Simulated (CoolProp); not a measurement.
Vapour-liquid equilibrium of propane (1) + R134a (2) at 1.26 MPa; x and y are mole fractions of (1).

Values from CoolProp's multi-fluid Helmholtz-energy mixture model, Lemmon 2009 and Tillner-Roth 1994; pair parameters Bell 2016.

Problem. Give the bubble temperature and the first vapour's composition at x = 0.35, 0.65, 0.95. Is there an azeotrope?

Solution. x = 0.35: 302.4 K, y = 0.499; x = 0.65: 300.5 K, y = 0.634; x = 0.95: 306.4 K, y = 0.900. y crosses x between x = 0.5 and 0.65: the model has an azeotrope there.

The pair parameters rest on a limited set of measurements; away from them the model extrapolates. With so large a gap from Raoult's law the liquid may split in two, which this calculation doesn't test in full.
